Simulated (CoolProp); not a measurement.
The fluid at 433.77 K and 13.7 MPa expands adiabatically to 1.14 MPa with isentropic efficiency 0.8. The same conditions are run with several fluids, on thermodynamics alone (safety and materials aside).

Computed with CoolProp (reference Helmholtz-energy equation of state of each fluid (methane: Setzmann 1991; R124: de Vries 1995; C3F8 (R218): Lemmon 2006; isobutane: Bücker 2006; hydrogen chloride: Thol 2018)).

```json
[
 {"fluid": "methane", "work (kJ/kg)": "(withheld)", "final temperature (K)": "277.4", "final phase": "gas", "final density (kg/m³)": "8.14"},
 {"fluid": "R124", "work (kJ/kg)": "(withheld)", "final temperature (K)": "(withheld)", "final phase": "(withheld)", "final density (kg/m³)": "85.9"},
 {"fluid": "C3F8 (R218)", "work (kJ/kg)": "24.0", "final temperature (K)": "361.9", "final phase": "gas", "final density (kg/m³)": "82.2"},
 {"fluid": "isobutane", "work (kJ/kg)": "(withheld)", "final temperature (K)": "345.3", "final phase": "two-phase, vapour fraction 0.786", "final density (kg/m³)": "37.3"},
 {"fluid": "hydrogen chloride", "work (kJ/kg)": "108", "final temperature (K)": "244.9", "final phase": "two-phase, vapour fraction 0.961", "final density (kg/m³)": "24.9"}
]
```

Problem. Fill in the missing entries.

Solution. 
- methane, work (kJ/kg): 328
- R124, work (kJ/kg): 19.4
- R124, final temperature (K): 338.8
- R124, final phase: two-phase, vapour fraction 0.826
- isobutane, work (kJ/kg): 42.4
